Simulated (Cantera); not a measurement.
Feed: 1 mol SiF4, 0.49 mol C2H2, 370 mol H2, at 1898 K and 70.0 mbar.

Cantera equilibrium calculation (NASA polynomials, part measured and part estimated; ideal gas, pure solids and liquids). Candidate condensed phases: C, C6H6, C7H8, C8H18, Si, SiC; 113 gas species. The tables' values for SiF2, SiF3, SiF are old estimates; treat these amounts as uncertain. Rates play no part.

Base state: H2 0.987, HF 0.00938, H 0.00293, SiF2 0.000397, C2H2 (acetylene) 0.000253, SiF3 0.000145, CH4 3.18e-5, SiF4 1.74e-5 (mole fractions); condensed: SiC(s).

What changes in the equilibrium state with this change: temperature from 1898 K to 1350 K?


```json
[
 {"species": "H2", "before": "0.987", "after": "0.995"},
 {"species": "SiF4", "before": "1.74e-5", "after": "0.00198"},
 {"species": "HF", "before": "0.00938", "after": "0.00195"},
 {"species": "H", "before": "0.00293", "after": "8.99e-6"},
 {"species": "SiF", "before": "1.09e-5", "after": "<1e-9"},
 {"species": "C2H2 (acetylene)", "before": "0.000253", "after": "1.23e-6"},
 {"species": "SiC(s), mol", "before": "0.779", "after": "0.153"},
 {"species": "C(graphite), mol", "before": "0", "after": "0.677"}
]
```
The tables' values for SiF3 are old estimates; treat these amounts as uncertain.
